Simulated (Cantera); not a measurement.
Mixture: H2 : O2 : N2 = 1 : 0.455 : 1.71 (molar parts), equivalence ratio 1.1, at 0.474 atm, adiabatic and at constant volume. Ignition delay is the time to a rise of 400 K.

Model: the H2/O2 subset of GRI-Mech 3.0, which has no nitrogen chemistry, integrated in Cantera. Below about 950 K walls govern HO2 and H2O2 in real vessels. Where the delays flatten at high temperature, the 400 K rule measures the pace of heat release, not the induction time.

Q: What does this change do: pressure from 0.474 atm to 5.33 atm?

A: 
```json
[
 {"quantity": "delay at 850 K", "before": "1.33 s", "after": "0.635 s"},
 {"quantity": "delay at 950 K", "before": "0.752 ms", "after": "35.9 ms"},
 {"quantity": "delay at 1050 K", "before": "0.237 ms", "after": "2.54 ms"},
 {"quantity": "delay at 1150 K", "before": "0.121 ms", "after": "59.7 µs"},
 {"quantity": "delay at 1250 K", "before": "74.7 µs", "after": "8.96 µs"}
]
```
The hydrogen kinetics of GRI-Mech 3.0 are dated; newer H2 mechanisms differ, most at raised pressure.
